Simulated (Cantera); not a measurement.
A closed system holds: 1 mol SiCl₄, 0.85 mol N₂, 1.9 mol NH₃, at 775 K and 230 Pa.

These are equilibrium values from Cantera (NASA tables, ideal gas, pure condensed phases), not measurements of a reactor. Candidate condensed phases: NH₄Cl, Si, Si₃N₄; 28 gas species. Equilibrium is a limit: real reactors are often held back by kinetics, nucleation or transport.

Base state: HCl 0.378, H₂ 0.300, N₂ 0.246, SiCl₄ 0.0769, SiHCl₃ 3.95e-5 (mole fractions); condensed: Si₃N₄(s).

Task: What changes in the equilibrium state with this change: temperature from 775 K to 1525 K?

Result: 
```json
[
 {"species": "HCl", "before": "0.378", "after": "0.291"},
 {"species": "H₂", "before": "0.300", "after": "0.285"},
 {"species": "N₂", "before": "0.246", "after": "0.272"},
 {"species": "SiCl₂", "before": "<1e-9", "after": "0.142"},
 {"species": "SiCl₄", "before": "0.0769", "after": "0.00131"},
 {"species": "H", "before": "<1e-9", "after": "0.000263"},
 {"species": "Cl", "before": "<1e-9", "after": "0.000216"},
 {"species": "SiCl", "before": "<1e-9", "after": "1.85e-5"},
 {"species": "SiCl₃", "before": "6.19e-7", "after": "0.00790"},
 {"species": "SiHCl₃", "before": "3.95e-5", "after": "0.000144"},
 {"species": "Si₃N₄(s), mol", "before": "0.184", "after": "0"}
]
```
The tables' values for SiCl₃, SiCl are old estimates; treat these amounts as uncertain.
